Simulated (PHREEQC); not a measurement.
Dissolve 0.11 mol CuCl2, 7.9e-05 mol H2SO4 and 3.5e-05 mol H3BO3 per kg of water at 80 °C. Closed to the air; pH follows from the charge balance.

The numbers come from PHREEQC with the ion-association model, wateq4f.dat.

No solid was allowed to form.

Q: Estimate the pH, ionic strength.

A: pH 3.65; ionic strength 0.205 mol/kgw.

Q: In which forms is Cl present?

A: Cl- 71 %, CuCl+ 26 %, CuCl2 3.2 % of the Cl.

Saturation is exceeded, for instance for Atacamite; the values hold only as long as no solid forms. Complexes and solids missing from the database can't appear. Constants without temperature data keep their 25 °C values here.
